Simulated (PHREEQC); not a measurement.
Dissolve 0.0024 mol/kgw MgCl2 and 3.4e-05 mol/kgw H4SiO4 at 25 °C. Closed to the air; pH follows from the charge balance.

All values are PHREEQC results (Pitzer model, pitzer.dat), not measurements.

This is a speciation only: nothing precipitates in the calculation.

### Question
Estimate the pH, osmotic coefficient, specific conductance.

### Answer
pH 6.87; osmotic coefficient 0.946; specific conductance 569 µS/cm.

Species that the database lacks are ignored.
